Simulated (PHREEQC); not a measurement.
Solution (58 °C and 50 atm): 0.11 mol/kgw HF and 0.0043 mol/kgw Na2CO3. Closed to the air; pH follows from the charge balance.

All values are PHREEQC results (ion-association model, phreeqc.dat), not measurements.

Precipitation was switched off in this run.

Question: What pH, ionic strength does the model give?

Answer: pH 2.38; ionic strength 0.0131 mol/kgw.

Question: In which forms is F present?

Answer: HF 85 %, F- 8.5 %, HF2- 6.8 % of the F.

Species that the database lacks are ignored. Under pressure, the constants of complexes without a molar volume in the database are unreliable. Constants without temperature data keep their 25 °C values here.
